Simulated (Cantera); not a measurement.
Cantera run, input and output.

```python
import numpy as np
import cantera as ct

gas = ct.Solution("gri30.yaml")


def delay(T, t_max=10):
    gas.TPX = T, 100000, {'C3H8': 1, 'O2': 5.38, 'N2': 15.6}
    reactor = ct.IdealGasConstPressureReactor(gas, clone=False)
    net = ct.ReactorNet([reactor])
    net.rtol, net.atol = 1e-8, 1e-16
    while net.time < t_max:
        t_old, T_old = net.time, reactor.T
        net.step()
        if reactor.T > T + 400:  # ignition: a rise of 400 K
            return t_old + (T + 400 - T_old) / (reactor.T - T_old) * (net.time - t_old)
    return np.nan


taus = []
for T in [1300, 1375, 1450, 1525, 1600, 1675, 1750, 1825, 1900]:
    taus.append(delay(T))
    print(f"T0 = {T:6g} K   tau = {taus[-1]:.4e} s")
```

Output:

```
T0 =   1300 K   tau = 8.4271e-04 s
T0 =   1375 K   tau = 2.7434e-04 s
T0 =   1450 K   tau = 1.1057e-04 s
T0 =   1525 K   tau = 5.3622e-05 s
T0 =   1600 K   tau = 3.0207e-05 s
T0 =   1675 K   tau = 1.9104e-05 s
T0 =   1750 K   tau = 1.3186e-05 s
T0 =   1825 K   tau = 9.7213e-06 s
T0 =   1900 K   tau = 7.5324e-06 s
```

Cantera simulation using GRI-Mech 3.0 (53 species, 325 reactions); the numbers are that mechanism's predictions, not measurements. GRI-Mech 3.0 was tuned for natural gas; its chemistry of propane as a main component is partial and can be far from experiment.
